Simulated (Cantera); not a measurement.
Cantera run:

```python
import numpy as np
import cantera as ct

gas_names = [...]  # 97 gases of nasa_gas.yaml made of Al, C, H, N
cond_names = """
    AL(cr) AL(L) ALN(s) C(gr) C6H6(L) C7H8(L) C8H18(L),n-octa
""".split()


# ... load() reads the species with a 1 bar reference pressure and builds the phases ...
atoms = {
    'Al(CH3)3': {'AL': 1, 'C': 3, 'H': 9},
    'NH3': {'N': 1, 'H': 3},
    'N2': {'N': 2},
}
top_T = {'ALN(s)': 2750, 'C(gr)': 4500}  # K; cautious upper limits of use, not melting points


# ... equilibrate(T, P, feed) seeds the gas with the atoms and calls Mixture.equilibrate('TP', solver="vcs", rtol=1e-11, max_steps=5000) ...
results = []
feed = {'Al(CH3)3': 1, 'NH3': 0.46, 'N2': 3.2}  # mol
P = 1333.22  # Pa
for T in [1098, 1173, 1248, 1323, 1398, 1473, 1548, 1623, 1698, 1773, 1848, 1923, 1998, 2073]:
    mix = equilibrate(T, P, feed)
    results.append((T, P, feed, dict(zip(mix.species_names, mix.species_moles))))

top = {s: max(r[3][s] / sum(r[3][g] for g in gas_names) for r in results) for s in gas_names}
cols = sorted((s for s in top if top[s] > 1e-05), key=lambda s: -top[s])[:6]
seen = [c for c in cond_names if any(r[3].get(c, 0) > 1e-12 for r in results)]
print("log10 of partial pressures in bar; condensed amounts in mol")
print(f"{'T/K':>10s}" + "".join(f"{s[:9]:>10s}" for s in cols + seen))
for T, P, feed, n in results:
    ng = sum(n[g] for g in gas_names)
    print(f"{T:10.4g}" + "".join(f"{np.log10(max(n[s] / ng * P / 1e5, 1e-99)):10.3f}" for s in cols)
          + "".join(f"{n.get(c, 0):10.4g}" for c in seen))
```

Output:

```
log10 of partial pressures in bar; condensed amounts in mol
       T/K        H2        N2        AL         H       HCN       ALH    ALN(s)     C(gr)
      1098    -2.070    -2.318   -17.205    -8.642    -6.858   -17.230         1     2.998
      1173    -2.070    -2.318   -15.254    -7.963    -6.454   -15.501         1     2.999
      1248    -2.070    -2.318   -13.540    -7.365    -6.099   -13.981         1     2.999
      1323    -2.070    -2.318   -12.023    -6.835    -5.785   -12.636         1     2.999
      1398    -2.070    -2.318   -10.670    -6.360    -5.505   -11.438         1     2.998
      1473    -2.070    -2.318    -9.456    -5.933    -5.254   -10.363         1     2.996
      1548    -2.070    -2.318    -8.362    -5.546    -5.028    -9.394         1     2.994
      1623    -2.070    -2.319    -7.370    -5.196    -4.822    -8.516         1      2.99
      1698    -2.071    -2.319    -6.467    -4.875    -4.636    -7.717    0.9998     2.985
      1773    -2.072    -2.320    -5.642    -4.582    -4.466    -6.987    0.9985     2.977
      1848    -2.074    -2.321    -4.884    -4.312    -4.310    -6.318    0.9917     2.966
      1923    -2.078    -2.323    -4.187    -4.065    -4.169    -5.703    0.9587     2.952
      1998    -2.093    -2.325    -3.542    -3.841    -4.044    -5.140    0.8134     2.932
      2073    -2.146    -2.331    -2.943    -3.653    -3.949    -4.636    0.1765     2.903
```

Cantera equilibrium calculation (NASA polynomials, part measured and part estimated; ideal gas, pure solids and liquids). The feed counts by its element totals alone.
